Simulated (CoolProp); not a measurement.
Vapour-liquid equilibrium of R143a (1) + dimethyl ether (2) at 204.4 K; x and y are mole fractions of (1).

Computed with CoolProp (multi-fluid Helmholtz-energy mixture model, Lemmon and Jacobsen 2000 and Wu 2011; pair parameters Bell 2016).

```tsv
x	bubble pressure (MPa)	y at the bubble point	dew pressure at overall composition x (MPa)	liquid density (mol/L)
0.05	0.01073	0.186	0.009547	17.06
0.2	0.01493	0.501	0.01087	…
0.35	0.01862	…	0.01259	16.20
0.5	0.02197	0.775	0.01492	…
0.65	…	0.856	0.01818	15.41
0.8	0.02816	0.922	0.02288	15.04
0.95	0.03122	…	0.02956	14.67
```

Q: Some entries are withheld; supply them.

A: 
- 0.2, liquid density (mol/L): 16.63
- 0.35, y at the bubble point: 0.667
- 0.5, liquid density (mol/L): 15.80
- 0.65, bubble pressure (MPa): 0.02511
- 0.95, y at the bubble point: 0.981

No azeotrope shows between x = 0.05 and 0.95.

Pair parameters are fitted to limited data, so mixtures are less certain than the pure fluids.
